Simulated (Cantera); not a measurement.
A closed system holds: 1 mol Zr, 6.1 mol N2, 250 mol H2, equilibrated at 1925 °C and 0.900 Pa.

Cantera equilibrium calculation (NASA polynomials, part measured and part estimated; ideal gas, pure solids and liquids). Candidate condensed phases: Zr, ZrN; 11 gas species. Equilibrium is a limit: real reactors are often held back by kinetics, nucleation or transport.

Base state: H 0.799, H2 0.185, N2 0.0143, Zr 0.00234 (mole fractions); condensed: gas only.

Q: What changes in the equilibrium state with this change: temperature from 1925 °C to 1175 °C?

A: 
```json
[
 {"species": "H2", "before": "0.185", "after": "0.975"},
 {"species": "N2", "before": "0.0143", "after": "0.0219"},
 {"species": "H", "before": "0.799", "after": "0.00303"},
 {"species": "Zr", "before": "0.00234", "after": "<1e-9"},
 {"species": "ZrN(s), mol", "before": "0", "after": "1.00"}
]
```
ZrN: taken at fixed stoichiometry.

Q: What changes in the equilibrium state with this change: pressure from 0.900 Pa to 1.33 mbar?

A: 
| species | before | after |
|---|---|---|
| H2 | 0.185 | 0.840 |
| H | 0.799 | 0.140 |
| N2 | 0.0143 | 0.0204 |
| Zr | 0.00234 | 1.12e-6 |
| ZrN(s), mol | 0 | 1.000 |
ZrN: taken at fixed stoichiometry.
